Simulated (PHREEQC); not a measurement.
Make-up at 25 °C: 15 mmol/kgw ZnSO4, 0.031 mmol/kgw NaOH and 0.09 mmol/kgw H2SO4. Closed to the air; pH follows from the charge balance.

Computed with PHREEQC (ion-association model, phreeqc.dat).

No solid was allowed to form.

What pH does the model give?

pH 4.05.

In which forms is Zn present?

Zn+2 64 %, ZnSO4 34 %, Zn(SO4)2-2 2.6 % of the Zn.
